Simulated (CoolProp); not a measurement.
A single-stage vapour-compression cycle with the fluid: evaporating at 327.15 K (dew point), condensing at 397.15 K (bubble point), superheat 8 K, subcooling 8 K, compressor efficiency 0.65, no pressure losses. The same conditions are run with several fluids, on thermodynamics alone (safety and materials aside).

Computed with CoolProp (reference Helmholtz-energy equation of state of each fluid (neopentane: Lemmon 2006; toluene: Lemmon 2006; isohexane: Lemmon 2006; water: Wagner 2002; isobutane: Bücker 2006; ammonia: Gao 2020)).

Problem. Rank neopentane, toluene, isohexane, water, isobutane, ammonia by cooling COP, highest first.

Solution. toluene (2.53), water (2.35), isohexane (2.12), ammonia (1.96), neopentane (1.71), isobutane (1.57)

```
fluid       pressure ratio  discharge temperature (K)  refrigerating effect (kJ/kg)  volumetric capacity (kJ/m³)
----------  --------------  -------------------------  ----------------------------  ---------------------------
neopentane            4.42                      397.2                           123                         1410
toluene               10.0                      417.8                           287                          139
isohexane             6.47                      397.2                           184                          490
water                 15.0                      787.3                          2130                          207
isobutane             4.02                      405.4                           124                         2310
ammonia               4.35                      504.5                           698                        11600
```

The compression ends wet for: neopentane; isohexane.
